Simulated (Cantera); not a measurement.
## Transport properties of process gases

Gas mixture: CO2 : C3H8 : N2 = 0.27 : 0.074 : 0.18 (molar parts), at 0.00178 atm, frozen composition.

Cantera's kinetic-theory transport with the Lennard-Jones parameters of GRI-Mech 3.0, ideal gas; thermal conductivity in the multicomponent form. The composition is frozen, though it would react at the higher temperatures.

| T (K) | ρ (kg/m³) | cp (J/kg/K) | μ (µPa s) | λ (mW/m/K) | Pr | D (cm²/s) N2 | D (cm²/s) H | D (cm²/s) NH3 |
|---|---|---|---|---|---|---|---|---|
| 400 | 0.00209 | 1158 | 18.6 | 28.2 | 0.764 | 139 | 939 | 163 |
| 550 | 0.00152 | 1325 | 24.1 | 41.0 | 0.778 | 244 | 1660 | 300 |
| 700 | 0.00119 | 1460 | 29.0 | 53.8 | 0.787 | 370 | 2520 | 469 |
| 850 | 0.000981 | 1569 | 33.4 | 66.3 | 0.792 | 515 | 3520 | 667 |
| 1000 | 0.000834 | 1659 | 37.5 | 78.3 | 0.795 | 679 | 4640 | 890 |
| 1150 | 0.000725 | 1724 | 41.3 | 89.5 | 0.796 | 859 | 5870 | 1140 |
| 1300 | 0.000642 | 1779 | 44.9 | 100 | 0.797 | 1050 | 7220 | 1410 |
| 1450 | 0.000575 | 1826 | 48.4 | 111 | 0.798 | 1270 | 8670 | 1700 |
| 1600 | 0.000521 | 1866 | 51.7 | 121 | 0.799 | 1490 | 10200 | 2010 |
D: mixture-averaged diffusion coefficient of that species in the mixture.
